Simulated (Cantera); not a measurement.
**Equilibrium for chlorosilane synthesis and conversion: Si + Cl2 + H2**

A closed system holds: 1 mol Si, 0.84 mol Cl2, 3.4 mol H2, held at 0.133 bar.

Cantera equilibrium calculation (NASA polynomials, part measured and part estimated; ideal gas, pure solids and liquids). Candidate condensed phases: Si; 19 gas species. The tables' values for SiCl3 are old estimates; treat these amounts as uncertain. Kinetics and transport are ignored.

From 648 K to 1298 K the condensed part is Si(s). The main Si-bearing gas is SiCl4 throughout.

```tsv
T (K)	log p H2	log p HCl	log p SiCl4	log p SiHCl3	log p SiCl2	log p SiCl3	n Si(s)
648	-0.93	-4.64	-1.95	-2.34	-8.60	-6.68	0.546
698	-0.93	-4.23	-1.94	-2.35	-7.67	-6.07	0.547
748	-0.93	-3.87	-1.94	-2.36	-6.87	-5.54	0.548
798	-0.93	-3.56	-1.94	-2.37	-6.17	-5.08	0.550
848	-0.93	-3.28	-1.94	-2.38	-5.56	-4.68	0.552
898	-0.93	-3.04	-1.94	-2.39	-5.01	-4.32	0.555
948	-0.93	-2.82	-1.95	-2.41	-4.53	-4.00	0.560
998	-0.94	-2.63	-1.96	-2.42	-4.10	-3.72	0.565
1048	-0.94	-2.46	-1.97	-2.44	-3.71	-3.47	0.572
1098	-0.94	-2.31	-2.00	-2.47	-3.37	-3.26	0.578
1148	-0.95	-2.18	-2.03	-2.50	-3.06	-3.07	0.585
1198	-0.96	-2.06	-2.08	-2.55	-2.79	-2.91	0.588
1248	-0.96	-1.96	-2.16	-2.61	-2.56	-2.79	0.588
1298	-0.97	-1.88	-2.26	-2.70	-2.36	-2.70	0.582
```
log p: log10 of the partial pressure in bar; n: condensed amount in mol.
